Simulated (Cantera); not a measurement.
V₂O₅ + H₂ + N₂ (hydrogen reduction and annealing atmospheres)

Charge: 1 mol V₂O₅, 2 mol H₂, 0.62 mol N₂, held at 1875 K and 25.5 Torr.

Method: chemical equilibrium by Gibbs-energy minimisation in Cantera with the NASA 1993 tables (ideal gas, pure condensed phases). Candidate condensed phases: H₂O, V, VN, VO, V₂O₃, V₂O₄, V₂O₅; 28 gas species. Mutual solubility and eutectic melting of coexisting phases are not modelled. Condensed phases not in the tables: the oxides between V₂O₃ and V₂O₅ other than VO₂. Kinetics and transport are ignored.

| Item | Result |
|---|---|
| x(H₂O) | 0.747 |
| x(N₂) | 0.235 |
| x(H₂) | 0.0105 |
| x(VO₂) | 0.00300 |
| x(OH) | 0.00202 |
| x(O₂) | 0.00165 |
| x(H) | 0.000364 |
| x(NO) | 0.000257 |
| x(O) | 5.30e-5 |
| n(V₂O₃(s)) | 0.984 mol |
| n(V₂O₄(l)) | 0.0120 mol |
| gas amount | 2.636 mol |
| log10 activity of V₂O₅(l) (absent) | -1.90 |
| log10 activity of V(s) (absent) | -7.38 |
